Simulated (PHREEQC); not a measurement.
Copper plating or etch bath

A solution holds 0.013 mol/kgw Cu(NO3)2, 0.0014 mol/kgw HCl and 0.00019 mol/kgw H3BO3, at 20 °C. Closed to the air; pH follows from the charge balance.

The numbers come from PHREEQC with the ion-association model, phreeqc.dat.

Each row changes one thing in this solution. This is a speciation only: nothing precipitates in the calculation.

```csv
case,pH,CuCl+ (mol/kgw),CuOH+ (mol/kgw),CuCl2 (mol/kgw),Cu2(OH)2+2 (mol/kgw),H2BO3- (mol/kgw)
as made,2.92,1.92e-5,6.60e-8,9.19e-9,1.64e-9,9.97e-11
H3BO3 from 0.00019 to 0.00038 mol/kgw,2.92,1.92e-5,6.60e-8,9.19e-9,1.64e-9,1.99e-10
Cu(NO3)2 from 0.013 to 0.0026 mol/kgw,2.89,5.21e-6,1.53e-8,3.02e-9,7.55e-11,8.59e-11
Cu(NO3)2 from 0.013 to 0.0013 mol/kgw,2.88,2.83e-6,7.98e-9,1.72e-9,1.96e-11,8.25e-11
```
